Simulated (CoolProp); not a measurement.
Values from CoolProp's reference Helmholtz-energy equation of state, Wagner 2002.

**Question.** For water, give the phase and the cp (kJ/(kg K)), Prandtl number at 726.85 °C and 81.8 MPa; 726.85 °C and 100 MPa.

**Answer.** 
- 726.85 °C and 81.8 MPa: supercritical; cp 3.75, Prandtl number 0.871
- 726.85 °C and 100 MPa: supercritical; cp 3.98, Prandtl number 0.845

Viscosity comes from a separate model (Huber 2009). Thermal conductivity comes from a separate model (Huber 2012).
